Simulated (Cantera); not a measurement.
An isothermal plug-flow reactor at 575 K and 500000 Pa (inlet), inlet velocity 3.7 m/s, active area per volume 6300 1/m; feed H2 : O2 : N2 : H2O = 0.01 : 0.041 : 0.79 : 0.011 (molar parts).

Cantera simulation using Deutschmann's 1995 Pt surface mechanism with GRI-Mech 3.0 gas chemistry; the numbers are that mechanism's predictions, not measurements. Catalytic surfaces can have several steady states; this one follows from the mechanism file's or the stated starting coverage. Mass transfer to the wall is taken as infinitely fast.

One state of this run: x H2 = 0.00442; x O2 = 0.0446; x H2O = 0.0203; θ free Pt = 0.159; θ O* = 0.777; θ OH* = 0.0638. x: gas mole fraction; θ: surface coverage.

Problem. Which value of z (m) does it belong to?
(A) 4.6e-05
(B) 8.2e-05
(C) 0.00026
(D) 0.0015

Solution. B, 8.2e-05
